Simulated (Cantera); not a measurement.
Feed: 1 mol Fe(CO)5, 0.36 mol O2, 0.31 mol H2, held at 902 °C and 1280 Torr.

Equilibrium computed with Cantera from the NASA thermochemical tables; the gas is ideal and each condensed phase is pure. Candidate condensed phases: C, C6H6, C7H8, C8H18, Fe, Fe(CO)5, FeO, Fe(OH)2, Fe(OH)3, Fe2O3, Fe3O4, H2O; 114 gas species. Kinetics and transport are ignored.

Base state: CO 0.816, CO2 0.126, H2 0.0487, H2O 0.00963, CH4 1.88e-5 (mole fractions); condensed: Fe(α).

**Question.** What changes in the equilibrium state with this change: H2 from 0.31 to 3.9 mol?

**Answer.** 
```csv
species,before,after
CO,0.816,0.520
H2,0.0487,0.396
CO2,0.126,0.0419
H2O,0.00963,0.0408
CH4,1.88e-5,0.00152
"Fe(α), mol",1.00,1.00
```

**Question.** What changes in the equilibrium state with this change: O2 from 0.36 to 0.13 mol?

**Answer.** 
```json
[
 {"species": "CO", "before": "0.816", "after": "0.896"},
 {"species": "H2", "before": "0.0487", "after": "0.0547"},
 {"species": "CO2", "before": "0.126", "after": "0.0455"},
 {"species": "H2O", "before": "0.00963", "after": "0.00355"},
 {"species": "CH4", "before": "1.88e-5", "after": "7.91e-5"},
 {"species": "Fe(α), mol", "before": "1.00", "after": "1.00"}
]
```

**Question.** What changes in the equilibrium state with this change: H2 from 0.31 to 23 mol?

**Answer.** 
```json
[
 {"species": "H2", "before": "0.0487", "after": "0.792"},
 {"species": "CO", "before": "0.816", "after": "0.170"},
 {"species": "H2O", "before": "0.00963", "after": "0.0274"},
 {"species": "CO2", "before": "0.126", "after": "0.00459"},
 {"species": "CH4", "before": "1.88e-5", "after": "0.00593"},
 {"species": "Fe(α), mol", "before": "1.00", "after": "1.00"}
]
```
